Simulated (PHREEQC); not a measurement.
PHREEQC input (ion-association model, wateq4f.dat):

```
SOLUTION_MASTER_SPECIES
  An  An-  0  An  62.0  # stands for a non-complexing anion
SOLUTION_SPECIES
  An- = An-
    -log_k 0
    -gamma 3.0 0
PHASES
  Fix_H+
    H+ = H+
    -log_k 0
SOLUTION 1
  temp 25
  units mmol/kgw
  pH 7 charge
  Na 10
  An 10
END
SELECTED_OUTPUT 1
  -reset false
  -pH true
  -pe true
  -ionic_strength true
  -water true
  -totals Na
  -molalities Hfo_wOH Hfo_wOH2+ Hfo_wO- Hfo_sOH Hfo_sOH2+ Hfo_sO-
USER_PUNCH 1
  -headings sigma psi
  10 PUNCH EDL("sigma", "Hfo"), EDL("psi", "Hfo")
PRINT
  -reset false
USE solution 1
SURFACE 1
  Hfo_wOH 2.92135e-05 600 0.013
  Hfo_sOH 7.30337e-07
EQUILIBRIUM_PHASES 1
  Fix_H+ -4 HAn 10
    -force_equality true
  O2(g) -0.68 10
END
# ... the last block is repeated for the other 12 points of pH, with NaOH or the acid as the point needs
```

Selected output (columns that matter, 12 of 13 rows; pH added in front):

```
pH	mu	Na	m_Hfo_wOH	m_Hfo_wOH2+	m_Hfo_wO-	m_Hfo_sOH	m_Hfo_sOH2+	m_Hfo_sO-	sigma	psi
4	0.010118	0.01	1.1822e-05	1.7206e-05	1.8608e-07	2.9554e-07	4.3014e-07	4.652e-09	0.21581	0.18498
4.67	0.010029	0.01	1.6842e-05	1.1821e-05	5.4973e-07	4.2106e-07	2.9553e-07	1.3743e-08	0.14293	0.16408
5.33	0.010009	0.01	2.0009e-05	8.0671e-06	1.137e-06	5.0024e-07	2.0168e-07	2.8425e-08	0.087875	0.13928
6	0.010003	0.01	2.1599e-05	5.7586e-06	1.8559e-06	5.3998e-07	1.4396e-07	4.6397e-08	0.049487	0.11027
6.67	0.010001	0.01	2.2203e-05	4.5031e-06	2.5078e-06	5.5506e-07	1.1258e-07	6.2695e-08	0.025302	0.077665
7.33	0.010001	0.01	2.2383e-05	3.8476e-06	2.9829e-06	5.5957e-07	9.6191e-08	7.4573e-08	0.010965	0.042872
8.67	0.010006	0.010006	2.2405e-05	3.1087e-06	3.6993e-06	5.6014e-07	7.7719e-08	9.2483e-08	-0.0074885	-0.030893
9.33	0.010025	0.010025	2.2289e-05	2.6843e-06	4.2399e-06	5.5723e-07	6.7107e-08	1.06e-07	-0.019726	-0.066298
10	0.010113	0.010115	2.1868e-05	2.081e-06	5.2644e-06	5.467e-07	5.2025e-08	1.3161e-07	-0.040366	-0.099883
10.67	0.010524	0.010527	2.0625e-05	1.3453e-06	7.2437e-06	5.1561e-07	3.3632e-08	1.8109e-07	-0.074794	-0.12981
11.33	0.012408	0.012413	1.7599e-05	6.47e-07	1.0967e-05	4.3998e-07	1.6175e-08	2.7418e-07	-0.13086	-0.15413
12	0.021604	0.021614	1.0894e-05	1.4962e-07	1.817e-05	2.7234e-07	3.7404e-09	4.5426e-07	-0.22851	-0.16847
```
